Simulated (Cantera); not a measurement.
Charge: 1 mol SiHCl3, 0.032 mol HCl, 8.1 mol N2, held at 10.0 Torr.

Cantera equilibrium calculation (NASA polynomials, part measured and part estimated; ideal gas, pure solids and liquids). Candidate condensed phases: NH4Cl, Si, Si3N4; 28 gas species. N2 is the only nitrogen source here; it is nearly inert below about 1500 K, so the nitride shown seldom forms there in practice. The tables' values for SiCl3 are old estimates; treat these amounts as uncertain. Equilibrium is a limit: real reactors are often held back by kinetics, nucleation or transport.

log p: log10 of the partial pressure in bar; n: condensed amount in mol.

| T (°C) | log p N2 | log p HCl | log p SiCl4 | log p SiCl2 | log p SiCl3 | n Si3N4(s) |
|---|---|---|---|---|---|---|
| 777 | -1.95 | -2.91 | -3.11 | -6.90 | -5.64 | 0.152 |
| 827 | -1.95 | -2.90 | -3.11 | ? | -5.26 | 0.153 |
| 877 | -1.95 | -2.90 | -3.12 | -5.69 | -4.92 | 0.153 |
| 927 | -1.95 | -2.90 | -3.13 | -5.17 | -4.62 | 0.152 |
| 977 | -1.95 | -2.89 | -3.14 | -4.69 | -4.34 | 0.150 |
| 1027 | -1.95 | -2.89 | -3.17 | -4.25 | -4.10 | 0.144 |
| 1077 | -1.95 | -2.90 | -3.23 | -3.87 | -3.90 | 0.132 |
| 1127 | -1.96 | -2.91 | ? | ? | -3.75 | ? |
| 1177 | -1.96 | -2.92 | -3.51 | -3.27 | -3.67 | 0.0746 |

**Question.** Fill in the missing entries.

**Answer.** 
- 1127, log p SiCl4: -3.33
- 1127, log p SiCl2: -3.53
- 1127, n Si3N4(s): 0.109
- 827, log p SiCl2: -6.27
